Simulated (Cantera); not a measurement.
Feed: 1 mol Ta, 11 mol N2O, 10 mol N2, equilibrated at 0.00133 bar.

Method: chemical equilibrium by Gibbs-energy minimisation in Cantera with the NASA 1993 tables (ideal gas, pure condensed phases). Candidate condensed phases: Ta, Ta2O5; 12 gas species. Rates play no part.

Question: Which condensed phases are stable at each of these points (T (K)): 1275, 1375, 1475, 1575, 1675, 1775, 1875, 1975, 2075, 2175, 2275, 2375, 2475?

Answer: 
```json
[
 {"T (K)": "1275", "condensed phases": "Ta2O5(s)", "Ta condensed (%)": "100.0"},
 {"T (K)": "1375", "condensed phases": "Ta2O5(s)", "Ta condensed (%)": "100.0"},
 {"T (K)": "1475", "condensed phases": "Ta2O5(s)", "Ta condensed (%)": "100.0"},
 {"T (K)": "1575", "condensed phases": "Ta2O5(s)", "Ta condensed (%)": "100.0"},
 {"T (K)": "1675", "condensed phases": "Ta2O5(s)", "Ta condensed (%)": "100.0"},
 {"T (K)": "1775", "condensed phases": "Ta2O5(s)", "Ta condensed (%)": "100.0"},
 {"T (K)": "1875", "condensed phases": "Ta2O5(s)", "Ta condensed (%)": "100.0"},
 {"T (K)": "1975", "condensed phases": "Ta2O5(s)", "Ta condensed (%)": "100.0"},
 {"T (K)": "2075", "condensed phases": "Ta2O5(l)", "Ta condensed (%)": "99.9"},
 {"T (K)": "2175", "condensed phases": "Ta2O5(l)", "Ta condensed (%)": "99.6"},
 {"T (K)": "2275", "condensed phases": "Ta2O5(l)", "Ta condensed (%)": "97.5"},
 {"T (K)": "2375", "condensed phases": "Ta2O5(l)", "Ta condensed (%)": "87.6"},
 {"T (K)": "2475", "condensed phases": "Ta2O5(l)", "Ta condensed (%)": "43.6"}
]
```

From 1275 K to 1975 K the condensed part is Ta2O5(s). From 2075 K to 2475 K the condensed part is Ta2O5(l).
